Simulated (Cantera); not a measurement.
A Cantera script and what it prints.

```python
import numpy as np
import cantera as ct

gas_names = """
    F FO FO2 F2 F2O N NF NF2 NF3 NO NO2 NO3 N2 N2O O O2 O3 Si SiF SiF2 SiF3 SiF4 SiN SiO SiO2 Si2 Si2N
    Si3
""".split()
cond_names = """
    Si(cr) Si(L) SiO2(Lqz) SiO2(hqz) SiO2(L) Si2N2O(s) Si3N4(a)
""".split()


# ... load() reads the species with a 1 bar reference pressure and builds the phases ...
atoms = {
    'SiF4': {'Si': 1, 'F': 4},
    'NO': {'N': 1, 'O': 1},
}
top_T = {'Si2N2O(s)': 2100, 'Si3N4(a)': 2400}  # K; cautious upper limits of use, not melting points


# ... equilibrate(T, P, feed) seeds the gas with the atoms and calls Mixture.equilibrate('TP', solver="vcs", rtol=1e-11, max_steps=5000) ...
results = []
feed = {'SiF4': 1, 'NO': 4.3}  # mol
T = 1673.15  # K
P = 13332.2  # Pa
mix = equilibrate(T, P, feed)
results.append((T, P, feed, dict(zip(mix.species_names, mix.species_moles))))
print(gas.report(threshold=0.0001))
for i in range(1, mix.n_phases):
    print(f"{mix.phase(i).name:16s} {mix.phase_moles(i):12.5e} mol")
```

It prints:

```
       temperature   1673.2 K
          pressure   13332 Pa
           density   0.042149 kg/m^3
  mean mol. weight   43.98 kg/kmol
   phase of matter   gas

                          1 kg             1 kmol
                     ---------------   ---------------
          enthalpy       -5.4972e+06       -2.4177e+08  J
   internal energy       -5.8135e+06       -2.5568e+08  J
           entropy            7178.9        3.1573e+05  J/K
    Gibbs function       -1.7509e+07       -7.7003e+08  J
 heat capacity c_p            1121.1             49306  J/K
 heat capacity c_v            932.03             40991  J/K

                      mass frac. Y      mole frac. X     chem. pot. / RT
                     ---------------   ---------------   ---------------
                NO          0.001773         0.0025987            -30.17
                N2           0.25755           0.40435           -29.275
                O2           0.29416           0.40431           -31.066
              SiF4           0.44648           0.18867           -163.65
     [  +24 minor]         3.716e-05        7.5656e-05

Si(cr)            0.00000e+00 mol
SiO2(hqz)         6.99547e-06 mol
Si2N2O(s)         0.00000e+00 mol
Si3N4(a)          0.00000e+00 mol
```

Method: chemical equilibrium by Gibbs-energy minimisation in Cantera with the NASA 1993 tables (ideal gas, pure condensed phases).
